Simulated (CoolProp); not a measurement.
A single-stage vapour-compression cycle with the fluid: evaporating at 299.15 K (dew point), condensing at 345.15 K (bubble point), superheat 5 K, subcooling 8 K, compressor efficiency 0.6, no pressure losses. The same conditions are run with several fluids, on thermodynamics alone (safety and materials aside).

Values from CoolProp's reference Helmholtz-energy equation of state of each fluid (R1336mzz(Z): McLinden 2020; R22: Kamei 1995; tetrahydrofuran: Fiedler 2023; the fluoroketone C6F12O (FK-5-1-12): McLinden 2015; cyclopentane: Gedanitz 2015; ammonia: Gao 2020).

Question: Rank R1336mzz(Z), R22, tetrahydrofuran, the fluoroketone C6F12O (FK-5-1-12), cyclopentane, ammonia by cooling COP, highest first.

Answer: tetrahydrofuran (3.60), cyclopentane (3.56), R1336mzz(Z) (3.32), ammonia (3.25), R22 (3.00), the fluoroketone C6F12O (FK-5-1-12) (2.93)

| fluid | pressure ratio | discharge temperature (K) | refrigerating effect (kJ/kg) | volumetric capacity (kJ/m³) |
|---|---|---|---|---|
| R1336mzz(Z) | 4.53 | 351.6 | 124 | 643 |
| R22 | 2.91 | 384.9 | 135 | 5930 |
| tetrahydrofuran | 5.44 | 389.8 | 382 | 248 |
| the fluoroketone C6F12O (FK-5-1-12) | 5.00 | 345.2 | 56.4 | 307 |
| cyclopentane | 4.60 | 375.5 | 339 | 422 |
| ammonia | 3.35 | 442.3 | 987 | 7720 |

The compression ends wet for: the fluoroketone C6F12O (FK-5-1-12).
